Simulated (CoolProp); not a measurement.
Properties of R236FA along the isobar 188 bar.

Model: reference Helmholtz-energy equation of state, Pan 2012, in CoolProp.

| T (°C) | phase | cp (kJ/(kg K)) | speed of sound (m/s) | isothermal compressibility (1/MPa) | viscosity (µPa s) | Prandtl number |
|---|---|---|---|---|---|---|
| 39.45 | liquid | 1.197 | 616.6 | 0.002552 | 332 | 5.05 |
| 47.35 | liquid | 1.207 | 593.8 | 0.002786 | 307 | 4.80 |
| 55.35 | liquid | 1.217 | 571.4 | 0.003047 | 284 | 4.58 |
| 63.25 | liquid | 1.227 | 549.9 | 0.003333 | 264 | 4.38 |
| 71.25 | liquid | 1.238 | 528.7 | 0.003655 | 245 | 4.19 |
| 79.15 | liquid | 1.250 | 508.5 | 0.004008 | 228 | 4.02 |
| 87.15 | liquid | 1.262 | 488.6 | 0.004405 | 213 | 3.86 |
| 95.05 | liquid | 1.274 | 469.6 | 0.004842 | 199 | 3.71 |
| 103.05 | liquid | 1.286 | 451.0 | 0.005335 | 186 | 3.57 |
| 110.95 | liquid | 1.299 | 433.2 | 0.005877 | 174 | 3.43 |
| 118.95 | liquid | 1.312 | 415.9 | 0.006489 | 163 | 3.31 |
| 126.85 | supercritical | 1.324 | 399.4 | 0.007160 | 153 | 3.18 |

Viscosity comes from a separate model (Huber 2003), an estimate that may be off by 10 % or more. Thermal conductivity comes from a separate model (Huber 2003), an estimate that may be off by 10 % or more.
